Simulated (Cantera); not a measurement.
A closed system holds: 1 mol LiOH, 6.7 mol H2, at 2.10 mbar.

Cantera equilibrium calculation (NASA polynomials, part measured and part estimated; ideal gas, pure solids and liquids). Candidate condensed phases: H2O, Li, LiH, LiOH, Li2O; 17 gas species. The numbers say what is thermodynamically allowed, not how fast it happens. All values below are at 1950 K.

Base state: H2 0.762, Li 0.0932, H2O 0.0931, LiOH 0.0289, H 0.0218, OH 0.000242, LiH 0.000160, Li2O 4.87e-5 (mole fractions); condensed: gas only.

Task: What changes in the equilibrium state with this change: pressure from 2.10 mbar to 0.100 bar?

Result: 
```json
[
 {"species": "H2", "before": "0.762", "after": "0.815"},
 {"species": "LiOH", "before": "0.0289", "after": "0.0692"},
 {"species": "H2O", "before": "0.0931", "after": "0.0563"},
 {"species": "Li", "before": "0.0932", "after": "0.0552"},
 {"species": "H", "before": "0.0218", "after": "0.00327"},
 {"species": "OH", "before": "0.000242", "after": "2.05e-5"},
 {"species": "Li2O", "before": "4.87e-5", "after": "0.000461"}
]
```
